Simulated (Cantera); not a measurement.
## Thermodynamics of aluminium and copper etching, feed Al + Br2 + N2

Input: 1 mol Al, 1.5 mol Br2, 6.1 mol N2, at 1.00 bar.

These are equilibrium values from Cantera (NASA tables, ideal gas, pure condensed phases), not measurements of a reactor. Candidate condensed phases: Al, AlBr3, AlN, Br2; 10 gas species. Kinetics and transport are ignored.

From 275 °C to 950 °C nothing is condensed. From 1025 °C to 1100 °C the condensed part is AlN(s). The main Al-bearing gas is Al2Br6 at 275 °C and AlBr3 at 1100 °C.

| T (°C) | log p N2 | log p AlBr3 | log p Al2Br6 | log p Br | log p AlBr | n AlN(s) |
|---|---|---|---|---|---|---|
| 275 | -0.04 | -2.22 | -1.14 | -11.48 | <-12 | 0 |
| 350 | -0.04 | -1.61 | -1.20 | -10.75 | <-12 | 0 |
| 425 | -0.05 | -1.20 | -1.38 | -9.32 | <-12 | 0 |
| 500 | -0.06 | -0.98 | -1.72 | -8.20 | <-12 | 0 |
| 575 | -0.06 | -0.89 | -2.19 | -7.31 | <-12 | 0 |
| 650 | -0.06 | -0.86 | -2.67 | -6.58 | -11.97 | 0 |
| 725 | -0.07 | -0.86 | -3.10 | -5.96 | -10.43 | 0 |
| 800 | -0.07 | -0.85 | -3.47 | -5.43 | -9.12 | 0 |
| 875 | -0.07 | -0.85 | -3.80 | -4.96 | -7.98 | 0 |
| 950 | -0.07 | -0.85 | -4.08 | -4.56 | -6.99 | 0 |
| 1025 | -0.07 | -0.85 | -4.33 | -4.20 | -6.11 | 0.000150 |
| 1100 | -0.07 | -0.85 | -4.54 | -3.87 | -5.33 | 0.000299 |
log p: log10 of the partial pressure in bar; n: condensed amount in mol.
